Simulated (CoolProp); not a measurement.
Computed with CoolProp (reference Helmholtz-energy equation of state, Guder 2009).

Q: Give the vapour pressure (kPa), liquid density (kg/m³), enthalpy of vaporisation (kJ/kg), liquid viscosity (µPa s) of saturated sulfur hexafluoride at 236.9, 244.9 K.

A: 
```json
[
 {"T (K)": "236.9", "p (kPa)": "393", "liquid density (kg/m³)": "1780", "enthalpy of vaporisation (kJ/kg)": "105", "liquid viscosity (µPa s)": "336"},
 {"T (K)": "244.9", "p (kPa)": "523", "liquid density (kg/m³)": "1730", "enthalpy of vaporisation (kJ/kg)": "101", "liquid viscosity (µPa s)": "296"}
]
```

Viscosity comes from a separate model (Quiñones-Cisneros 2012).
